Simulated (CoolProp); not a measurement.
Vapour-liquid equilibrium of benzene (1) + toluene (2) at 471.3 K; x and y are mole fractions of (1).

Values from CoolProp's multi-fluid Helmholtz-energy mixture model, Thol 2012 and Lemmon 2006; pair parameters Bell 2016.

Q: Give the bubble pressure and the first vapour's composition at x = 0.05, 0.35, 0.65. Is there an azeotrope?

A: x = 0.05: 0.7564 MPa, y = 0.081; x = 0.35: 0.9466 MPa, y = 0.474; x = 0.65: 1.147 MPa, y = 0.755. No azeotrope shows between x = 0.05 and 0.95.

The pair parameters rest on a limited set of measurements; away from them the model extrapolates.
